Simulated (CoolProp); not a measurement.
Vapour pressure (MPa) of o-xylene: the reference equation beside estimates from Tc = 630.3 K, pc = 3.737 MPa, ω = 0.312. Clausius-Clapeyron is anchored at 355.3 K with a constant enthalpy of vaporisation of 40.19 kJ/mol.

Computed with CoolProp (reference Helmholtz-energy equation of state, Zhou 2012).

```
T (K)  reference  Clausius-Clapeyron  van der Waals  Redlich-Kwong  Soave-Redlich-Kwong  Peng-Robinson
-----  ---------  ------------------  -------------  -------------  -------------------  -------------
318.5   0.002712            0.002863         0.1116       0.009770             0.002571       0.002783
330.8   0.004900            0.005034         0.1432        0.01614             0.004674       0.004989
343     0.008385            0.008466         0.1805        0.02539             0.008048       0.008483
355.3    0.01379             0.01379         0.2244        0.03853              0.01331        0.01388
367.6    0.02180             0.02174         0.2752        0.05649              0.02117        0.02187
379.8    0.03317             0.03316         0.3329        0.08009              0.03239        0.03318
392.1    0.04909             0.04944         0.3989         0.1108              0.04818        0.04901
404.3    0.07045             0.07171         0.4726         0.1494              0.06946        0.07023
416.6    0.09888              0.1021         0.5556         0.1976              0.09794        0.09850
428.8     0.1353              0.1420         0.6469         0.2558               0.1346         0.1348
```

Absolute difference from the reference over all 10 rows, mean and median: Clausius-Clapeyron 2.0 and 1.4 %, van der Waals 1460.7 and 1033.0 %, Redlich-Kwong 159.9 and 150.3 %, Soave-Redlich-Kwong 2.7 and 2.6 %, Peng-Robinson 0.8 and 0.4 %.
